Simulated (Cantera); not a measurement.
A perfectly stirred reactor is fed with CO : O2 : H2O : N2 = 0.019 : 0.1 : 0.0032 : 1 (molar parts), equivalence ratio 0.095, at 500000 Pa; it is held at 1050 K, and followed from long to short residence time.

Cantera simulation using GRI-Mech 3.0 (53 species, 325 reactions); the numbers are that mechanism's predictions, not measurements.

x: mole fraction; the columns are a selection and need not sum to one.

```
τ (s)       x CO    x O2    x H2O     x N2O     x HO2
-------  -------  ------  -------  --------  --------
2.7      0.00506  0.0837  0.00287       [?]   2.13e-6
0.82     0.00932  0.0856  0.00286       [?]   2.73e-6
0.25      0.0134  0.0875  0.00285       [?]   3.03e-6
0.077     0.0157  0.0886  0.00285       [?]   2.95e-6
0.024     0.0166  0.0890  0.00285       [?]   2.34e-6
0.0072    0.0169  0.0891  0.00285       [?]   6.60e-7
0.0022    0.0169  0.0891  0.00285  6.08e-11   2.75e-8
0.00068   0.0169  0.0891  0.00285  1.10e-11   5.00e-9
0.00021   0.0169  0.0891  0.00285  1.99e-12  8.88e-10
```

Problem. What belongs in the gaps?

Solution. 
- 2.7, x N2O: 1.05e-6
- 0.82, x N2O: 5.39e-7
- 0.25, x N2O: 2.12e-7
- 0.077, x N2O: 6.83e-8
- 0.024, x N2O: 1.80e-8
- 0.0072, x N2O: 1.80e-9
